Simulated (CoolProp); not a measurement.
Vapour-liquid equilibrium of R22 (1) + R114 (2) at 0.532 MPa; x and y are mole fractions of (1).

The numbers come from the multi-fluid Helmholtz-energy mixture model, Kamei 1995 and Platzer 1990; pair parameters Bell 2016 in CoolProp. This equation is an older, rougher fit; its heat capacities, sound speeds and derivatives of the liquid may be far off and weren't checked against measurements.

| x | bubble temperature (K) | y at the bubble point | dew temperature at overall composition x (K) | liquid density (mol/L) |
|---|---|---|---|---|
| 0.05 | 321.3 | 0.214 | 327.9 | 8.213 |
| 0.15 | 309.2 | 0.474 | 324.0 | 8.775 |
| 0.25 | 301.2 | 0.617 | 319.8 | 9.305 |
| 0.35 | 295.5 | 0.708 | 315.3 | 9.842 |
| 0.45 | 291.2 | 0.773 | 310.5 | 10.41 |
| 0.55 | 287.5 | 0.825 | 305.1 | 11.02 |
| 0.65 | 284.4 | 0.870 | 299.2 | 11.69 |
| 0.75 | 281.5 | 0.910 | 292.8 | 12.44 |
| 0.85 | 278.9 | 0.947 | 285.8 | 13.28 |
| 0.95 | 276.4 | 0.983 | 278.7 | 14.22 |

No azeotrope shows between x = 0.05 and 0.95.

The pair parameters rest on a limited set of measurements; away from them the model extrapolates.
